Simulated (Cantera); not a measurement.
A perfectly stirred reactor is fed with CH₄ : H₂ : O₂ : N₂ = 1 : 0.082 : 1.46 : 5.48 (molar parts), equivalence ratio 1.4, at 59000 Pa; it is adiabatic with a 475 K inlet, and is followed from long to short residence time, starting on the burning branch (τ in s: 0.3, 0.096, 0.031, 0.0097, 0.0031, 0.00099, 0.00031, 0.0001, 3.2e-05, 1e-05).

Model: GRI-Mech 3.0 (53 species, 325 reactions), integrated in Cantera.

Task: What does this change do: N2 5.48 to 7.9 parts?

Result: 
```csv
quantity,before,after
"blow-out, bracketed by the residence times tried","burning at 0.310 ms, out at 0.100 ms","burning at 3.10 ms, out at 0.990 ms"
x(CH₄) at τ = 0.300 s,2.35e-5,0.00107
x(H₂) at τ = 0.300 s,0.0617,0.0478
x(O₂) at τ = 0.300 s,5.17e-5,0.000259
x(OH) at τ = 0.300 s,0.000698,5.47e-5
x(H) at τ = 0.300 s,0.00201,0.000277
x(CH₄) at τ = 0.990 ms,0.000617,0.0958
x(H₂) at τ = 0.990 ms,0.0598,0.00785
x(O₂) at τ = 0.990 ms,0.00297,0.140
x(OH) at τ = 0.990 ms,0.00222,<1e-12
x(H) at τ = 0.990 ms,0.00704,<1e-12
```

Task: What does this change do: N2 5.48 to 7 parts?

Result: 
```csv
quantity,before,after
"blow-out, bracketed by the residence times tried","burning at 0.310 ms, out at 0.100 ms","burning at 0.990 ms, out at 0.310 ms"
x(CH₄) at τ = 0.300 s,2.35e-5,0.000262
x(H₂) at τ = 0.300 s,0.0617,0.0541
x(O₂) at τ = 0.300 s,5.17e-5,0.000109
x(OH) at τ = 0.300 s,0.000698,0.000148
x(H) at τ = 0.300 s,0.00201,0.000643
x(CH₄) at τ = 0.990 ms,0.000617,0.00285
x(H₂) at τ = 0.990 ms,0.0598,0.0484
x(O₂) at τ = 0.990 ms,0.00297,0.00844
x(OH) at τ = 0.990 ms,0.00222,0.000554
x(H) at τ = 0.990 ms,0.00704,0.00236
```

Task: What does this change do: pressure from 59000 Pa to 500000 Pa?

Result: 
```
quantity                                                                        before                                 after
------------------------------------------------  ------------------------------------  ------------------------------------
blow-out, bracketed by the residence times tried  burning at 0.310 ms, out at 0.100 ms  burning at 0.310 ms, out at 0.100 ms
x(CH₄) at τ = 0.300 s                                                          2.35e-5                               7.26e-5
x(H₂) at τ = 0.300 s                                                            0.0617                                0.0618
x(O₂) at τ = 0.300 s                                                           5.17e-5                               1.68e-5
x(OH) at τ = 0.300 s                                                          0.000698                              0.000154
x(H) at τ = 0.300 s                                                            0.00201                              0.000433
x(CH₄) at τ = 0.990 ms                                                        0.000617                               0.00305
x(H₂) at τ = 0.990 ms                                                           0.0598                                0.0519
x(O₂) at τ = 0.990 ms                                                          0.00297                               0.00271
x(OH) at τ = 0.990 ms                                                          0.00222                              0.000308
x(H) at τ = 0.990 ms                                                           0.00704                              0.000713
```
